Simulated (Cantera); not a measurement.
**Stirred combustor or abatement burner**

A perfectly stirred reactor is fed with CH4 : O2 : N2 = 1 : 4.08 : 15.3 (molar parts), equivalence ratio 0.49, at 500000 Pa; it is adiabatic with a 475 K inlet, and is followed from long to short residence time, starting on the burning branch (τ in s: 0.12, 0.036, 0.01, 0.0031, 0.0009, 0.00026, 7.7e-05, 2.2e-05, 6.6e-06).

Detailed kinetics in Cantera: GRI-Mech 3.0 (53 species, 325 reactions).

```
τ (s)    T (K)     x CH4   x O2      x H    x N2O     x NO      x H2      x O
-------  -----  --------  -----  -------  -------  -------  --------  -------
0.12      1603   1.23e-5  0.102  3.74e-7  6.75e-7  1.70e-6   8.13e-6  9.23e-6
0.036     1600   2.87e-5  0.102  1.12e-6  1.17e-6  1.68e-6   1.87e-5  1.80e-5
0.010     1595   7.21e-5  0.103  3.67e-6  1.83e-6  1.59e-6   4.77e-5  3.76e-5
0.0031    1581  0.000179  0.103  1.07e-5  2.08e-6  1.19e-6  0.000120  7.11e-5
0.00090    475    0.0491  0.200   <1e-12   <1e-12   <1e-12    <1e-12   <1e-12
0.00026    475    0.0491  0.200   <1e-12   <1e-12   <1e-12    <1e-12   <1e-12
7.7e-5     475    0.0491  0.200   <1e-12   <1e-12   <1e-12    <1e-12   <1e-12
2.2e-5     475    0.0491  0.200   <1e-12   <1e-12   <1e-12    <1e-12   <1e-12
6.6e-6     475    0.0491  0.200   <1e-12   <1e-12   <1e-12    <1e-12   <1e-12
```
x: mole fraction; the columns are a selection and need not sum to one.
